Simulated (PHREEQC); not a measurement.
A column of 0.5 m (40 cells, dispersivity 0.04 m, 3600 s a shift, diffusion coefficient 3e-10 m²/s) holds 0.0085 eq of the database's cation exchanger X per kg of pore water, first in equilibrium with 0.0022 mol KBr, 0.059 mol ZnCl2 and 1e-05 mol HCl per kg of water. It is flushed with 0.0014 mol/kgw CaCl2, 0.0088 mol/kgw Na2SO4 and 1e-05 mol/kgw HCl, at 15 °C. Values are for the last cell. The system is closed to CO2. Nothing may precipitate in this run.

Base run: PHREEQC, ion-association model, phreeqc.dat. Each further column changes one thing. The table gives Ca in solution (mol/kgw).

```tsv
pore volumes	base	exchange capacity from 0.0085 to 0.0043 eq/kgw	dispersivity from 0.04 to 0.08 m
0	0	0	0
0.3125	8.50e-7	1.22e-6	1.56e-5
0.7125	0.000199	0.000257	0.000335
1.012	0.000414	0.000567	0.000562
1.312	0.000447	?	0.000648
1.712	0.000368	?	0.000629
2.013	0.000333	0.000614	0.000588
2.312	0.000339	?	0.000559
2.712	0.000405	0.000790	0.000559
3.013	0.000487	0.000915	0.000585
```

Task: Complete the blanks.

Result: 
- 1.312, exchange capacity from 0.0085 to 0.0043 eq/kgw: 0.000672
- 1.712, exchange capacity from 0.0085 to 0.0043 eq/kgw: 0.000630
- 2.312, exchange capacity from 0.0085 to 0.0043 eq/kgw: 0.000657
